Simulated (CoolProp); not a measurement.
The fluid at 298.15 K and 1.85 MPa (gas) is heated at constant pressure to 420.2 K. The same conditions are run with several fluids, on thermodynamics alone (safety and materials aside).

The numbers come from the reference Helmholtz-energy equation of state of each fluid (sulfur hexafluoride: Guder 2009; carbon monoxide: Lemmon 2006; ethane: Bücker 2006; oxygen: Schmidt 1985; C2F6 (R116): Lemmon 2006) in CoolProp.

Problem. Rank sulfur hexafluoride, carbon monoxide, ethane, oxygen, C2F6 (R116) by heat (kJ/kg), highest first.

Solution. ethane (266), carbon monoxide (130), oxygen (116), C2F6 (R116) (113), sulfur hexafluoride (100)

```csv
fluid,final density (kg/m³)
sulfur hexafluoride,82.5
carbon monoxide,14.8
ethane,16.7
oxygen,16.9
C2F6 (R116),77.0
```

Above 300 K oxygen's equation is extrapolated.
